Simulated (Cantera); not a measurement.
A closed system holds: 1 mol borazine, 2.6 mol H2O, 1.3 mol N2, held at 1.33 mbar.

Method: chemical equilibrium by Gibbs-energy minimisation in Cantera with the NASA 1993 tables (ideal gas, pure condensed phases). Candidate condensed phases: B, BN, B2O3, B3O3H3, H2O; 39 gas species. The feed counts by its element totals alone. Kinetics and transport are ignored. All values below are at 1648 K.

Base state: H2 0.591, N2 0.258, HBO 0.0546, B2O3 0.0513, B2O2 0.0261, HBO2 0.0131, BO 0.00369, H 0.00187 (mole fractions); condensed: BN(s).

### Question
What changes in the equilibrium state with this change: borazine replaced by B2O3?

### Answer
```tsv
species	before	after
HBO2	0.0131	0.365
H2O	0.000178	0.343
N2	0.258	0.265
H2	0.591	0.00316
B2O2	0.0261	2.92e-8
HBO	0.0546	4.22e-6
B2O3	0.0513	0.0207
O2	<1e-9	0.00117
NO	<1e-9	0.000102
BN(s), mol	0.977	0
```
Gases not in the tables: H3BO3.
